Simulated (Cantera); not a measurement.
## Adiabatic ignition

An adiabatic, constant-pressure homogeneous reactor starts with H2 : O2 : N2 = 1 : 0.833 : 4.17 (molar parts), at 1523 K and 10.0 bar.

Detailed kinetics in Cantera: GRI-Mech 3.0 (53 species, 325 reactions). The hydrogen kinetics of GRI-Mech 3.0 are dated; newer H2 mechanisms differ, most at raised pressure.

| t (s) | T (K) | x H2 | x O2 | x NO | x NO2 | x H2O | x O |
|---|---|---|---|---|---|---|---|
| 3.00e-6 | 2386 | 0.0116 | 0.0569 | 6.81e-5 | 1.07e-7 | 0.152 | 0.0101 |
| 9.54e-6 | 2600 | 0.00274 | 0.0576 | 0.000159 | 2.26e-7 | 0.172 | 0.00222 |
| 3.04e-5 | 2610 | 0.00227 | 0.0577 | 0.000327 | 4.30e-7 | 0.173 | 0.00186 |
| 9.65e-5 | 2609 | 0.00227 | 0.0574 | 0.000841 | 1.11e-6 | 0.173 | 0.00185 |
| 0.000307 | 2607 | 0.00226 | 0.0567 | 0.00237 | 3.10e-6 | 0.173 | 0.00182 |
| 0.000977 | 2600 | 0.00223 | 0.0549 | 0.00617 | 8.01e-6 | 0.173 | 0.00173 |
| 0.00311 | 2591 | 0.00219 | 0.0524 | 0.0114 | 1.46e-5 | 0.173 | 0.00162 |
| 0.00988 | 2588 | 0.00218 | 0.0517 | 0.0129 | 1.65e-5 | 0.173 | 0.00159 |
| 0.0314 | 2588 | 0.00218 | 0.0517 | 0.0129 | 1.65e-5 | 0.173 | 0.00159 |
| 0.100 | 2588 | 0.00218 | 0.0517 | 0.0129 | 1.65e-5 | 0.173 | 0.00159 |
x: mole fraction; the columns are a selection and need not sum to one.

| Item | Value |
|---|---|
| time of steepest temperature rise | 1.71 µs |
| temperature at 0.100 s | 2588 K |
| equilibrium temperature | 2588 K |
| x(H2) at 0.100 s | 0.00218 (gas-phase equilibrium 0.00218) |
| x(O2) at 0.100 s | 0.0517 (gas-phase equilibrium 0.0517) |
| x(NO) at 0.100 s | 0.0129 (gas-phase equilibrium 0.0129) |
